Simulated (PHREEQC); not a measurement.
1 kg of water holding 0.012 mol/kgw Na2SO4, 0.02 mol/kgw NaCl, 0.2 mol/kgw NaHCO3, 0.0099 mol/kgw KCl and 0.023 mol/kgw Na2CO3 is evaporated at 30 °C; the solids stay in contact with the brine. CO2 is held at log p = -3.4 (atm). Only these solids could form: Arcanite, Burkeite, Glaserite, Halite, Kalicinite, Mirabilite, Misenite, Nahcolite, Natron, Sylvite, Thenardite, Trona.

Equilibrium calculation in PHREEQC: Pitzer model, pitzer.dat.

| water left (kg) | ionic strength | water activity | Trona (mol) | Halite (mol) | Thenardite (mol) | Glaserite (mol) |
|---|---|---|---|---|---|---|
| 1.001 | 0.402 | 0.993 | 0 | 0 | 0 | 0 |
| 0.8232 | 0.493 | 0.991 | 0 | 0 | 0 | 0 |
| 0.5566 | 0.738 | 0.988 | 0 | 0 | 0 | 0 |
| 0.4577 | 0.901 | 0.985 | 0 | 0 | 0 | 0 |
| 0.3765 | 1.10 | 0.982 | 0 | 0 | 0 | 0 |
| 0.3097 | 1.34 | 0.979 | 0 | 0 | 0 | 0 |
| 0.2097 | 2.00 | 0.970 | 0 | 0 | 0 | 0 |
| 0.1727 | 2.44 | 0.964 | 0 | 0 | 0 | 0 |
| 0.1422 | 2.97 | 0.957 | 0 | 0 | 0 | 0 |
| 0.09661 | 4.38 | 0.938 | 0 | 0 | 0 | 0 |
| 0.07968 | 5.32 | 0.924 | 0 | 0 | 0 | 0 |
| 0.06578 | 6.45 | 0.906 | 0 | 0 | 0 | 0 |
| 0.04447 | 8.43 | 0.869 | 0.0114 | 0 | 0 | 0 |
| 0.03608 | 8.47 | 0.864 | 0.0273 | 0 | 0 | 0 |
| 0.02919 | 8.52 | 0.858 | 0.0402 | 0 | 0 | 0 |
| 0.01885 | 8.75 | 0.839 | 0.0593 | 0 | 0 | 0 |
| 0.01505 | 8.97 | 0.825 | 0.0662 | 0 | 0 | 0 |
| 0.01191 | 9.33 | 0.805 | 0.0716 | 0 | 0 | 0 |
| 0.00936 | 9.79 | 0.778 | 0.0757 | 0 | 0 | 0.000288 |
| 0.005617 | 9.35 | 0.723 | 0.0798 | 0 | 0.00518 | 0.00121 |
| 0.004259 | 9.33 | 0.719 | 0.0804 | 0.00651 | 0.00546 | 0.00168 |

Trona from water left = 0.04447 kg (pH 10.13); Glaserite from water left = 0.00936 kg (pH 9.91); Thenardite from water left = 0.007289 kg (pH 9.84); Halite from water left = 0.004259 kg (pH 9.75).
